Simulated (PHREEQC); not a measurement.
NaOH is added in steps, without added water, to 1 kg of water holding 0.024 mol ZnSO4, 7e-05 mol NiCl2, 0.0042 mol H2SO4 and 0.00012 mol NaCl, at 25 °C. O2 is buffered at 0.21 atm. No CO2 enters from the air. Nothing may precipitate in this run.

Base run: PHREEQC, ion-association model, wateq4f.dat. Each further column changes one thing. The table gives Ni+2 (mol/kgw).

| NaOH added (mol) | base | ZnSO4 from 0.024 to 0.0216 mol/kgw | NaCl from 0.00012 to 0.0012 mol/kgw | NiCl2 from 7e-05 to 7e-06 mol/kgw | solids may form |
|---|---|---|---|---|---|
| 0 | 4.68e-5 | (withheld) | 4.69e-5 | 4.68e-6 | 4.68e-5 |
| 0.006667 | 4.55e-5 | 4.58e-5 | 4.56e-5 | 4.54e-6 | 4.55e-5 |
| 0.01333 | 4.39e-5 | 4.42e-5 | 4.41e-5 | 4.39e-6 | (withheld) |
| 0.02333 | 4.21e-5 | 4.22e-5 | 4.22e-5 | 4.21e-6 | 4.34e-5 |
| 0.03 | 4.09e-5 | 4.08e-5 | 4.10e-5 | 4.09e-6 | 4.26e-5 |
| 0.03667 | 3.96e-5 | 3.93e-5 | 3.97e-5 | 3.95e-6 | 4.17e-5 |
| 0.04333 | 3.79e-5 | 3.70e-5 | 3.80e-5 | 3.79e-6 | 4.08e-5 |
| 0.05 | 3.50e-5 | 2.80e-5 | 3.51e-5 | (withheld) | 3.99e-5 |
| 0.05667 | 1.42e-5 | 3.02e-7 | 1.42e-5 | 1.35e-6 | 1.63e-9 |
| 0.06667 | 4.80e-8 | 8.09e-9 | 4.82e-8 | 4.54e-9 | 2.71e-13 |
| 0.07333 | 7.39e-9 | 1.66e-9 | 7.43e-9 | 7.07e-10 | 1.02e-13 |
| 0.08 | 1.72e-9 | 4.71e-10 | 1.72e-9 | 1.65e-10 | 5.38e-14 |

**Question.** Complete the blanks.

**Answer.** 
- 0, ZnSO4 from 0.024 to 0.0216 mol/kgw: 4.72e-5
- 0.01333, solids may form: 4.46e-5
- 0.05, NiCl2 from 7e-05 to 7e-06 mol/kgw: 3.50e-6

In at least one series the solution becomes supersaturated in solids that the run did not let form, among them Zn(OH)2-e, Zn4(OH)6SO4, Zn5(OH)8Cl2, Ni(OH)2, Ni4(OH)6SO4. The database's Ni(OH)2 is the aged solid; a fresh precipitate is more soluble. Solids allowed in the column 'solids may form': Zn(OH)2-e, Zn4(OH)6SO4, Zn5(OH)8Cl2, Ni(OH)2, Ni4(OH)6SO4, Halite, Mirabilite, Goslarite, Morenosite.
